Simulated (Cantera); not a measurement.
Charge: 1 mol TEOS, 0.25 mol CO2, 0.13 mol H2, held at 852 °C and 0.100 bar.

Method: chemical equilibrium by Gibbs-energy minimisation in Cantera with the NASA 1993 tables (ideal gas, pure condensed phases). The feed counts by its element totals alone. Equilibrium is a limit: real reactors are often held back by kinetics, nucleation or transport.

```tsv
species	before	after
H2	0.800	0.801
CO	0.197	0.198
CH4	0.00185	0.000505
H2O	0.00101	0.000145
CO2	0.000227	2.03e-5
C(graphite), mol	5.74	5.75
SiO2(β-quartz), mol	1.00	1.000
```
Gas species are given as mole fractions.

What was changed between the two runs?
(A) temperature from 852 °C to 1225 °C
(B) CO2 from 0.25 to 13 mol
(C) temperature from 852 °C to 1027 °C
(D) TEOS replaced by Si2H6

C, temperature from 852 °C to 1027 °C. The tables hold silica as quartz up to 1696 K and as liquid above; real silica turns to tridymite and cristobalite and melts near 1996 K
